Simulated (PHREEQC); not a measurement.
Solution (25 °C): 0.073 mmol/kgw PbCl2. It is in equilibrium with CO2 at log p = 0 (atm). Otherwise closed; pH follows from the charge balance.

Model: ion-association model, phreeqc.dat, run in PHREEQC.

No solid was allowed to form.

**Question.** Order these Pb species by the share of Pb that they hold, largest first: Pb+2, PbCl+, PbHCO3+.

**Answer.** Pb+2 (91 %), PbHCO3+ (8.1 %), PbCl+ (0.49 %)

The pH is 3.90 and the ionic strength 0.000334 mol/kgw.
